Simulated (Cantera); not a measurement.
A Cantera script and what it prints.

```python
import numpy as np
import cantera as ct

gas_names = [...]  # 91 gases of nasa_gas.yaml made of C, Cl, H
cond_names = """
    C(gr) C6H6(L) C7H8(L) C8H18(L),n-octa
""".split()


# ... load() reads the species with a 1 bar reference pressure and builds the phases ...
atoms = {
    'CCl4': {'C': 1, 'CL': 4},
    'HCl': {'H': 1, 'CL': 1},
    'H2': {'H': 2},
}
top_T = {'C(gr)': 4500}  # K; cautious upper limits of use, not melting points


# ... equilibrate(T, P, feed) seeds the gas with the atoms and calls Mixture.equilibrate('TP', solver="vcs", rtol=1e-11, max_steps=5000) ...
results = []
T = 1075  # K
P = 13332.2  # Pa
for m in [2.3, 2.7, 3.1, 3.7, 4.3, 5, 5.8, 6.8, 7.9, 9.3, 11, 13]:
    feed = {'CCl4': 1, 'HCl': 0.011, 'H2': m}  # mol
    mix = equilibrate(T, P, feed)
    results.append((T, P, feed, dict(zip(mix.species_names, mix.species_moles))))

top = {s: max(r[3][s] / sum(r[3][g] for g in gas_names) for r in results) for s in gas_names}
cols = sorted((s for s in top if top[s] > 1e-06), key=lambda s: -top[s])[:7]
seen = [c for c in cond_names if any(r[3].get(c, 0) > 1e-12 for r in results)]
print("log10 of partial pressures in bar; condensed amounts in mol")
print(f"{'n(H2)':>10s}" + "".join(f"{s[:9]:>10s}" for s in cols + seen))
for T, P, feed, n in results:
    ng = sum(n[g] for g in gas_names)
    print(f"{feed['H2']:10.4g}" + "".join(f"{np.log10(max(n[s] / ng * P / 1e5, 1e-99)):10.3f}" for s in cols)
          + "".join(f"{n.get(c, 0):10.4g}" for c in seen))
```

It prints:

```
log10 of partial pressures in bar; condensed amounts in mol
     n(H2)       HCL        H2       CH4     C(gr)
       2.3    -0.906    -2.033    -5.412    0.9999
       2.7    -0.945    -1.704    -4.754    0.9994
       3.1    -0.980    -1.543    -4.432    0.9986
       3.7    -1.028    -1.403    -4.151     0.997
       4.3    -1.072    -1.315    -3.976     0.995
         5    -1.117    -1.246    -3.837    0.9924
       5.8    -1.164    -1.190    -3.726     0.989
       6.8    -1.216    -1.141    -3.628    0.9845
       7.9    -1.267    -1.103    -3.551    0.9791
       9.3    -1.324    -1.068    -3.481     0.972
        11    -1.385    -1.038    -3.421    0.9631
        13    -1.447    -1.013    -3.371    0.9522
```

Cantera equilibrium calculation (NASA polynomials, part measured and part estimated; ideal gas, pure solids and liquids).
